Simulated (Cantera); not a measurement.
Feed: 1 mol ZrO2, 41 mol H2, 2.7 mol N2, equilibrated at 1277 °C.

Cantera equilibrium calculation (NASA polynomials, part measured and part estimated; ideal gas, pure solids and liquids). Candidate condensed phases: H2O, Zr, ZrN, ZrO2; 28 gas species. Mutual solubility and eutectic melting of coexisting phases are not modelled. ZrN: taken at fixed stoichiometry. Condensed phases not in the tables: solid solutions among these carbides, nitrides and lower oxides. Rates play no part.

x: gas mole fraction; n: condensed amount in mol.

```json
[
 {"P (Pa)": "10", "x H2": "0.935", "x N2": "0.0617", "x H": "0.00305", "x NH3": "1.20e-9", "n ZrO2(tetragonal)": "1.000", "n ZrN(s)": "0"},
 {"P (Pa)": "68", "x H2": "0.937", "x N2": "0.0617", "x H": "[?]", "x NH3": "[?]", "n ZrO2(tetragonal)": "1.000", "n ZrN(s)": "0"},
 {"P (Pa)": "460", "x H2": "0.938", "x N2": "0.0618", "x H": "0.000450", "x NH3": "5.56e-8", "n ZrO2(tetragonal)": "1.000", "n ZrN(s)": "0"},
 {"P (Pa)": "3200", "x H2": "0.938", "x N2": "0.0618", "x H": "0.000171", "x NH3": "3.87e-7", "n ZrO2(tetragonal)": "1.000", "n ZrN(s)": "0.000161"},
 {"P (Pa)": "22000", "x H2": "0.938", "x N2": "0.0618", "x H": "[?]", "x NH3": "[?]", "n ZrO2(tetragonal)": "1.000", "n ZrN(s)": "[?]"},
 {"P (Pa)": "150000", "x H2": "0.938", "x N2": "0.0618", "x H": "2.49e-5", "x NH3": "1.81e-5", "n ZrO2(tetragonal)": "1.000", "n ZrN(s)": "0.000421"},
 {"P (Pa)": "1000000", "x H2": "0.938", "x N2": "0.0617", "x H": "9.65e-6", "x NH3": "0.000121", "n ZrO2(tetragonal)": "0.999", "n ZrN(s)": "0.000677"}
]
```

Question: Fill in the missing entries.

Answer: 
- 22000, x H: 6.50e-5
- 22000, x NH3: 2.66e-6
- 22000, n ZrN(s): 0.000261
- 68, x H: 0.00117
- 68, x NH3: 8.20e-9
